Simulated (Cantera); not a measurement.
# Premixed flame

A freely propagating, adiabatic, planar premixed flame of 7.63 % CH4, 13.7 % O2, 78.6 % N2, equivalence ratio 1.1, unburnt at 475 K and 0.168 atm; mixture-averaged transport, grid criteria slope 0.08 and curve 0.16, no radiation.

Cantera simulation using GRI-Mech 3.0 (53 species, 325 reactions); the numbers are that mechanism's predictions, not measurements. Burning velocities carry a grid error of a few per cent, more on coarse grids.

```
z (mm)  T (K)  u (m/s)     x CH4     x O2    x C2H    x HO2       x H    x NO2
------  -----  -------  --------  -------  -------  -------  --------  -------
-7.63     475    0.627    0.0762    0.137    <1e-8  7.87e-8     <1e-8    <1e-8
-5.09     477    0.630    0.0760    0.137    <1e-8  8.88e-7     <1e-8    <1e-8
-3.81     484    0.642    0.0753    0.136    <1e-8  5.08e-6   2.53e-8    <1e-8
-2.54     544    0.726    0.0715    0.132    <1e-8  2.83e-5   3.67e-6  1.94e-8
-1.27     890     1.20    0.0504    0.106    <1e-8  3.38e-5  0.000193    <1e-8
-0.636   1228     1.67    0.0278   0.0748    <1e-8  6.12e-5  0.000921    <1e-8
0        1534     2.10   0.00702   0.0391  5.36e-8  4.27e-5   0.00352    <1e-8
0.636    1656     2.27  0.000602   0.0183  5.05e-8  4.64e-6   0.00720    <1e-8
1.27     1683     2.30   2.72e-5   0.0110    <1e-8  9.48e-7   0.00932    <1e-8
2.54     1703     2.32   5.27e-8  0.00750    <1e-8  5.98e-7    0.0102    <1e-8
5.09     1727     2.35     <1e-8  0.00626    <1e-8  4.92e-7   0.00960    <1e-8
10.2     1757     2.38     <1e-8  0.00532    <1e-8  4.08e-7   0.00808    <1e-8
20.3     1796     2.43     <1e-8  0.00413    <1e-8  3.08e-7   0.00612    <1e-8
```
x: mole fraction of selected species; z is measured from the peak of heat release.

```json
{
  "laminar_burning_velocity": "62.6 cm/s",
  "thermal_thickness": "2.54 mm",
  "peak x(C2H)": "8.41e-8",
  "peak x(HO2)": "6.69e-5",
  "peak x(H)": "0.0102",
  "grid_points": "157"
}
```
